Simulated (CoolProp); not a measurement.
Model: reference Helmholtz-energy equation of state, Gao 2016, in CoolProp.

**Question.** For sulfur dioxide, give the phase and the cp (kJ/(kg K)), speed of sound (m/s), Joule-Thomson coefficient (K/MPa), fugacity coefficient at 238.9 K and 9.91 MPa; 255.2 K and 9.91 MPa; 304.3 K and 9.91 MPa.

**Answer.** 
- 238.9 K and 9.91 MPa: liquid; cp 1.35, speed of sound 1160, Joule-Thomson coefficient -0.299, fugacity coefficient 0.00370
- 255.2 K and 9.91 MPa: liquid; cp 1.35, speed of sound 1100, Joule-Thomson coefficient -0.287, fugacity coefficient 0.00846
- 304.3 K and 9.91 MPa: liquid; cp 1.37, speed of sound 907, Joule-Thomson coefficient -0.215, fugacity coefficient 0.0535
